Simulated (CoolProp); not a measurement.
Vapour-liquid equilibrium of carbon dioxide (1) + n-butane (2) at 275.5 K; x and y are mole fractions of (1).

Values from CoolProp's multi-fluid Helmholtz-energy mixture model, Span 1996 and Bücker 2006; pair parameters Kunz 2012.

```
x     bubble pressure (MPa)  y at the bubble point  dew pressure at overall composition x (MPa)  liquid density (mol/L)
----  ---------------------  ---------------------  -------------------------------------------  ----------------------
0.05                 0.3938                  0.706                                       0.1189                   10.31
0.15                 0.9496                  0.874                                       0.1333                   10.50
0.25                  1.434                  0.914                                       0.1516                   10.87
0.35                  1.820                  0.932                                          [?]                   11.41
0.45                  2.121                  0.942                                          [?]                   12.12
0.55                  2.371                  0.949                                       0.2555                   13.03
0.65                  2.603                  0.956                                       0.3301                   14.16
0.75                  2.850                  0.963                                       0.4657                   15.56
0.85                  3.137                  0.974                                       0.7906                   17.30
0.95                  3.492                    [?]                                        2.405                   19.47
```

Task: Some entries are withheld; supply them.

Result: 
- 0.35, dew pressure at overall composition x (MPa): 0.1756
- 0.45, dew pressure at overall composition x (MPa): 0.2083
- 0.95, y at the bubble point: 0.989

No azeotrope shows between x = 0.05 and 0.95.

Pair parameters are fitted to limited data, so mixtures are less certain than the pure fluids. The gap from Raoult's law changes sign with composition, which may be real or a fault of the pair parameters; it wasn't checked against measurements.
